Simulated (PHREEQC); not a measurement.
# Reverse-osmosis permeate: an equilibrium model

Model water analysis in mmol/kgw, 20 °C, pH 6.29, pe 11.3:

```
constituent           mmol/kgw
--------------------  --------
Na                      0.0542
K                       0.0104
Ca                       0.109
Mg                      0.0362
Cl                        0.21
S(6)                    0.0554
Alkalinity (meq/kgw)    0.0353
F                     0.000385
```

Valence states are taken as typed.

Computed with PHREEQC (ion-association model, phreeqc.dat).

| Property | Result |
|---|---|
| ionic strength | 0.000552 mol/kgw |
| charge-balance error | -0.2 % |

```tsv
species	molality	activity	log γ
Cl-	0.000210	0.000205	-0.012
Ca+2	0.000108	9.73e-5	-0.046
SO4-2	5.42e-5	4.88e-5	-0.046
Na+	5.42e-5	5.28e-5	-0.011
CO2	4.30e-5	4.30e-5	0.000
Mg+2	3.59e-5	3.23e-5	-0.045
HCO3-	3.58e-5	3.48e-5	-0.011
K+	1.04e-5	1.01e-5	-0.012
CaSO4	8.13e-7	8.13e-7	0.000
H+	5.26e-7	5.13e-7	-0.011
F-	3.84e-7	3.74e-7	-0.012
MgSO4	3.24e-7	3.24e-7	0.000
```

No solid was allowed to form.
